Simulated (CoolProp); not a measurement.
Properties of benzene along the isobar 5.36 MPa (Tc = 562.0 K, pc = 4.906 MPa, ω = 0.211).

The numbers come from the reference Helmholtz-energy equation of state, Thol 2012 in CoolProp.

```
T (K)          phase  density (kg/m³)  cp (kJ/(kg K))  viscosity (µPa s)  fugacity coefficient
-----  -------------  ---------------  --------------  -----------------  --------------------
550.5         liquid            507.0           3.349               62.1                0.5641
555.2         liquid            486.2           3.650               57.6                0.5850
559.8         liquid                …           4.193                  …                     …
564.4  supercritical            421.4           5.653               46.0                0.6249
569    supercritical            319.2           18.68               32.4                0.6431
573.7  supercritical                …           6.799               22.6                0.6574
578.3  supercritical                …           4.665               20.6                0.6691
582.9  supercritical            170.0           3.891               19.7                0.6798
587.6  supercritical            158.5           3.480               19.1                0.6899
592.2  supercritical            150.0           3.232               18.8                0.6992
596.8  supercritical            143.0           3.063               18.5                0.7079
601.5  supercritical            137.1           2.940               18.4                0.7164
606.1  supercritical                …           2.849               18.2                     …
610.7  supercritical            127.9           2.779               18.2                0.7320
615.4  supercritical            123.9           2.723               18.1                0.7394
620    supercritical            120.5           2.678               18.1                0.7464
```

Q: Complete the blanks.

A: 
- 559.8, density (kg/m³): 460.1
- 559.8, viscosity (µPa s): 52.6
- 559.8, fugacity coefficient: 0.6052
- 573.7, density (kg/m³): 214.2
- 578.3, density (kg/m³): 186.1
- 606.1, density (kg/m³): 132.2
- 606.1, fugacity coefficient: 0.7244

The peak of cp marks the crossing from liquid-like to gas-like fluid above the critical point.

Viscosity comes from a separate model (Avgeri 2014).
